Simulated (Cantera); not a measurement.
Charge: 1 mol Ca(OH)2, 2.8 mol H2, equilibrated at 2248 K and 0.260 bar.

Equilibrium computed with Cantera from the NASA thermochemical tables; the gas is ideal and each condensed phase is pure. Candidate condensed phases: Ca, CaO, Ca(OH)2, H2O; 14 gas species. The numbers say what is thermodynamically allowed, not how fast it happens.

What is the equilibrium state?


```
Property                              Value
--------------------------------  ---------
x(H2)                                 0.726
x(H2O)                                0.261
x(H)                                 0.0123
x(OH)                              0.000660
x(Ca(OH)2)                         0.000147
x(CaOH)                            0.000105
x(Ca)                               4.10e-5
x(O)                                7.70e-6
x(O2)                               1.16e-6
n(CaO(s))                         0.999 mol
gas amount                        3.825 mol
log10 activity of Ca(l) (absent)      -5.87
```
